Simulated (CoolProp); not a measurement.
Vapour-liquid equilibrium of carbon dioxide (1) + R152A (2) at 222.7 K; x and y are mole fractions of (1).

The numbers come from the multi-fluid Helmholtz-energy mixture model, Span 1996 and Outcalt 1996; pair parameters Bell 2016 in CoolProp.

| x | bubble pressure (bar) | y at the bubble point | dew pressure at overall composition x (bar) | liquid density (mol/L) |
|---|---|---|---|---|
| 0.05 | 0.5927 | 0.565 | 0.2810 | 16.45 |
| 0.125 | 1.084 | 0.777 | 0.3044 | 16.98 |
| 0.2 | 1.575 | 0.857 | 0.3320 | 17.53 |
| 0.275 | 2.062 | 0.899 | 0.3650 | 18.12 |
| 0.35 | 2.544 | 0.925 | 0.4053 | 18.74 |
| 0.425 | 3.019 | 0.942 | 0.4555 | 19.41 |
| 0.5 | 3.490 | 0.955 | 0.5198 | 20.11 |
| 0.575 | 3.956 | 0.965 | 0.6053 | 20.86 |
| 0.65 | 4.421 | 0.974 | 0.7242 | 21.66 |
| 0.725 | 4.889 | 0.980 | 0.9011 | 22.52 |
| 0.8 | 5.363 | 0.986 | 1.192 | 23.45 |
| 0.875 | 5.849 | 0.992 | 1.756 | 24.44 |
| 0.95 | 6.352 | 0.997 | 3.282 | 25.51 |

No azeotrope shows between x = 0.05 and 0.95.

The pair parameters rest on a limited set of measurements; away from them the model extrapolates. The gap from Raoult's law changes sign with composition, which may be real or a fault of the pair parameters; it wasn't checked against measurements.
